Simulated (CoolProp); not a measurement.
Aqueous lithium chloride as a coolant, at 2 °C, 1 atm.

The numbers come from the Melinder's fits for secondary coolants in CoolProp.

```json
[
 {"mass %": "3.8", "freezing point (°C)": "-3.6", "conductivity (W/(m K))": "0.557", "cp (kJ/(kg K))": "3.983", "Prandtl number": "13.3", "density (kg/m³)": "1023"},
 {"mass %": "5.9", "freezing point (°C)": "-6.2", "conductivity (W/(m K))": "0.554", "cp (kJ/(kg K))": "3.863", "Prandtl number": "13.8", "density (kg/m³)": "1035"},
 {"mass %": "8.1", "freezing point (°C)": "-9.2", "conductivity (W/(m K))": "0.550", "cp (kJ/(kg K))": "3.740", "Prandtl number": "14.4", "density (kg/m³)": "1048"},
 {"mass %": "10.2", "freezing point (°C)": "-12.6", "conductivity (W/(m K))": "0.546", "cp (kJ/(kg K))": "3.626", "Prandtl number": "15.2", "density (kg/m³)": "1060"},
 {"mass %": "12.3", "freezing point (°C)": "-16.7", "conductivity (W/(m K))": "0.542", "cp (kJ/(kg K))": "3.514", "Prandtl number": "16.0", "density (kg/m³)": "1073"},
 {"mass %": "14.5", "freezing point (°C)": "-22.4", "conductivity (W/(m K))": "0.538", "cp (kJ/(kg K))": "3.400", "Prandtl number": "17.0", "density (kg/m³)": "1086"},
 {"mass %": "16.6", "freezing point (°C)": "-29.4", "conductivity (W/(m K))": "0.534", "cp (kJ/(kg K))": "3.297", "Prandtl number": "18.0", "density (kg/m³)": "1099"},
 {"mass %": "18.7", "freezing point (°C)": "-37.9", "conductivity (W/(m K))": "0.530", "cp (kJ/(kg K))": "3.202", "Prandtl number": "19.2", "density (kg/m³)": "1112"},
 {"mass %": "20.8", "freezing point (°C)": "-47.7", "conductivity (W/(m K))": "0.526", "cp (kJ/(kg K))": "3.120", "Prandtl number": "20.7", "density (kg/m³)": "1125"},
 {"mass %": "23", "freezing point (°C)": "-58.3", "conductivity (W/(m K))": "0.522", "cp (kJ/(kg K))": "3.054", "Prandtl number": "22.6", "density (kg/m³)": "1139"}
]
```
